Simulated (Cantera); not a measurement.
Input (Python, Cantera) and output of one run.

```python
import numpy as np
import cantera as ct

gas_names = """
    CL CL2 H HCL H2 N NH NH2 NH3 N2 N2H2 N2H4 Si SiCL SiCL2 SiCL3 SiCL4 SiH SiHCL3 SiH2 SiH2CL2 SiH3
    SiH3CL SiH4 SiN Si2 Si2N Si3
""".split()
cond_names = """
    NH4CL(a) NH4CL(b) Si(cr) Si(L) Si3N4(a)
""".split()


# ... load() reads the species with a 1 bar reference pressure and builds the phases ...
atoms = {
    'SiH2Cl2': {'Si': 1, 'H': 2, 'CL': 2},
    'Cl2': {'CL': 2},
    'N2': {'N': 2},
}
top_T = {'Si3N4(a)': 2400}  # K; cautious upper limits of use, not melting points


# ... equilibrate(T, P, feed) seeds the gas with the atoms and calls Mixture.equilibrate('TP', solver="vcs", rtol=1e-11, max_steps=5000) ...
results = []
feed = {'SiH2Cl2': 1, 'Cl2': 0.0038, 'N2': 21}  # mol
P = 46000  # Pa
for T in [923, 998, 1073, 1148, 1223, 1298, 1373, 1448, 1523, 1598, 1673, 1748]:
    mix = equilibrate(T, P, feed)
    results.append((T, P, feed, dict(zip(mix.species_names, mix.species_moles))))

top = {s: max(r[3][s] / sum(r[3][g] for g in gas_names) for r in results) for s in gas_names}
cols = sorted((s for s in top if top[s] > 1e-06), key=lambda s: -top[s])[:6]
seen = [c for c in cond_names if any(r[3].get(c, 0) > 1e-12 for r in results)]
print("log10 of partial pressures in bar; condensed amounts in mol")
print(f"{'T/K':>10s}" + "".join(f"{s[:9]:>10s}" for s in cols + seen))
for T, P, feed, n in results:
    ng = sum(n[g] for g in gas_names)
    print(f"{T:10.4g}" + "".join(f"{np.log10(max(n[s] / ng * P / 1e5, 1e-99)):10.3f}" for s in cols)
          + "".join(f"{n.get(c, 0):10.4g}" for c in seen))
```

Result:

```
log10 of partial pressures in bar; condensed amounts in mol
       T/K        N2       HCL        H2     SiCL2     SiCL4     SiCL3  Si3N4(a)
       923    -0.374    -1.605    -2.084    -8.996    -2.381    -6.491    0.2661
       998    -0.374    -1.589    -2.110    -7.808    -2.407    -5.802    0.2699
      1073    -0.374    -1.576    -2.132    -6.789    -2.430    -5.212     0.273
      1148    -0.374    -1.566    -2.152    -5.907    -2.451    -4.701    0.2756
      1223    -0.375    -1.557    -2.169    -5.137    -2.473    -4.256    0.2775
      1298    -0.375    -1.551    -2.183    -4.461    -2.497    -3.867    0.2787
      1373    -0.375    -1.547    -2.193    -3.867    -2.532    -3.532    0.2782
      1448    -0.375    -1.547    -2.194    -3.351    -2.590    -3.253    0.2748
      1523    -0.375    -1.553    -2.182    -2.914    -2.697    -3.043    0.2655
      1598    -0.376    -1.572    -2.149    -2.566    -2.886    -2.923    0.2478
      1673    -0.376    -1.606    -2.095    -2.311    -3.180    -2.905     0.222
      1748    -0.377    -1.658    -2.028    -2.138    -3.564    -2.977     0.192
```

Cantera equilibrium calculation (NASA polynomials, part measured and part estimated; ideal gas, pure solids and liquids). N2 is the only nitrogen source here; it is nearly inert below about 1500 K, so the nitride shown seldom forms there in practice. The tables' values for SiCl3 are old estimates; treat these amounts as uncertain.
